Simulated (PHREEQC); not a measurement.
1 kg of water holding 0.0083 mol KHCO3, 0.22 mol KCl and 0.008 mol K2CO3 is evaporated at 90 °C; the solids stay in contact with the brine. CO2 is held at log p = -3.4 (atm). Solids allowed: Kalicinite, Sylvite. Others were left out.

Computed with PHREEQC (Pitzer model, pitzer.dat).

Problem. Predict ionic strength at water left (kg) = 0.06426, 0.02416, 0.00752.

Solution. 
```csv
water left (kg),ionic strength
0.06426,3.98
0.02416,7.76
0.00752,9.37
```

Away from 25 °C the constants follow the database's enthalpies or fits; those with neither stay at their 25 °C values.
